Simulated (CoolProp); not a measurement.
Ethanol at 311.17 K and 5.53 MPa flows at 15 m/s in a round tube of 25 mm bore and 0.25 µm roughness, fully developed (64/Re and Nu = 3.66 if laminar; Colebrook and Gnielinski if turbulent). Each further row changes one setting.

Computed with CoolProp (reference Helmholtz-energy equation of state, Schroeder 2014).

```tsv
case	Reynolds number	Darcy friction factor	pressure drop (Pa/m)	heat-transfer coefficient (W/(m² K))	mass flow (kg/h)
as stated	332000	0.0143	50100	15000	20600
velocity 30 m/s	664000	0.0127	178000	27700	41300
diameter 50 mm	664000	0.0126	22100	13800	82600
```

Viscosity comes from a separate model (Kiselev 2005). Thermal conductivity comes from a separate model (Assael 2013).
